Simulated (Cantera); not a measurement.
A perfectly stirred reactor is fed with CH4 : O2 : N2 = 1 : 3.39 : 12.7 (molar parts), equivalence ratio 0.59, at 1000000 Pa; it is adiabatic with a 323 K inlet, and is followed from long to short residence time, starting on the burning branch (τ in s: 0.15, 0.046, 0.013, 0.0039, 0.0012, 0.00034, 0.0001, 3e-05, 8.7e-06).

Computed with Cantera and GRI-Mech 3.0 (53 species, 325 reactions).

Predict: blow-out, bracketed by the residence times tried; x(CH4) at τ = 0.150 s; x(O2) at τ = 0.150 s; x(NO) at τ = 0.150 s; x(N2O) at τ = 0.150 s; x(H2O2) at τ = 0.150 s; x(CH4) at τ = 1.20 ms; x(O2) at τ = 1.20 ms; x(NO) at τ = 1.20 ms; x(N2O) at τ = 1.20 ms; x(H2O2) at τ = 1.20 ms.


* **blow-out, bracketed by the residence times tried**: burning at 1.20 ms, out at 0.340 ms
* **x(CH4) at τ = 0.150 s**: 6.61e-6
* **x(O2) at τ = 0.150 s**: 0.0813
* **x(NO) at τ = 0.150 s**: 3.00e-6
* **x(N2O) at τ = 0.150 s**: 4.77e-7
* **x(H2O2) at τ = 0.150 s**: 8.70e-8
* **x(CH4) at τ = 1.20 ms**: 0.000376
* **x(O2) at τ = 1.20 ms**: 0.0842
* **x(NO) at τ = 1.20 ms**: 9.75e-7
* **x(N2O) at τ = 1.20 ms**: 2.00e-6
* **x(H2O2) at τ = 1.20 ms**: 9.48e-7
